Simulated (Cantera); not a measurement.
An isothermal, constant-pressure homogeneous reactor starts with H₂ : O₂ = 0.0092 : 1 (molar parts), at 1450 K and 0.00316 atm. Integrator tolerance rtol = 1e-08.

Cantera simulation using the H2/O2 subset of GRI-Mech 3.0, which has no nitrogen chemistry; the numbers are that mechanism's predictions, not measurements. Radical loss at walls, strong at low pressure, is not modelled.

Problem. What does this change do: temperature 1450 to 1000 K?

Solution. 
```
quantity                                             before                                     after
-----------------  ----------------------------------------  ----------------------------------------
x(H₂) at 4.00 s     2.28e-5 (gas-phase equilibrium 1.54e-7)  4.71e-6 (gas-phase equilibrium 1.43e-11)
x(O₂) at 4.00 s         0.985 (gas-phase equilibrium 0.991)       0.990 (gas-phase equilibrium 0.991)
x(H₂O) at 4.00 s    0.00848 (gas-phase equilibrium 0.00911)   0.00908 (gas-phase equilibrium 0.00916)
x(O) at 4.00 s      0.00561 (gas-phase equilibrium 3.56e-5)  0.000826 (gas-phase equilibrium 2.78e-9)
x(H₂O₂) at 4.00 s  1.53e-9 (gas-phase equilibrium 7.90e-11)  3.76e-9 (gas-phase equilibrium 1.45e-12)
x(HO₂) at 4.00 s    6.36e-8 (gas-phase equilibrium 3.08e-8)  1.99e-7 (gas-phase equilibrium 2.15e-10)
```

Problem. What does this change do: O2 1 to 0.7 parts?

Solution. 
| quantity | before | after |
|---|---|---|
| x(H₂) at 4.00 s | 2.28e-5 (gas-phase equilibrium 1.54e-7) | 3.96e-5 (gas-phase equilibrium 2.21e-7) |
| x(O₂) at 4.00 s | 0.985 (gas-phase equilibrium 0.991) | 0.979 (gas-phase equilibrium 0.987) |
| x(H₂O) at 4.00 s | 0.00848 (gas-phase equilibrium 0.00911) | 0.0121 (gas-phase equilibrium 0.0130) |
| x(O) at 4.00 s | 0.00561 (gas-phase equilibrium 3.56e-5) | 0.00677 (gas-phase equilibrium 3.55e-5) |
| x(H₂O₂) at 4.00 s | 1.53e-9 (gas-phase equilibrium 7.90e-11) | 2.14e-9 (gas-phase equilibrium 1.13e-10) |
| x(HO₂) at 4.00 s | 6.36e-8 (gas-phase equilibrium 3.08e-8) | 8.39e-8 (gas-phase equilibrium 3.67e-8) |
